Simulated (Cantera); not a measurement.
Input: 1 mol CO, 5.6 mol H₂, at 2873 K and 1200000 Pa.

These are equilibrium values from Cantera (NASA tables, ideal gas, pure condensed phases), not measurements of a reactor. Candidate condensed phases: C, C₆H₆, C₇H₈, C₈H₁₈, H₂O; 110 gas species. Kinetics and transport are ignored.

Task: What is the equilibrium state?

Result: 
```json
{
 "x(H₂)": "0.823",
 "x(CO)": "0.149",
 "x(H)": "0.0275",
 "x(H₂O)": "0.000284",
 "x(C₂H₂ (acetylene))": "0.000113",
 "x(CH₄)": "4.15e-5",
 "x(CH₃)": "2.28e-5",
 "x(CO₂)": "7.22e-6",
 "x(HCO)": "4.36e-6",
 "gas_amount": "6.690 mol",
 "log10 activity of C(graphite) (absent)": "-1.24"
}
```
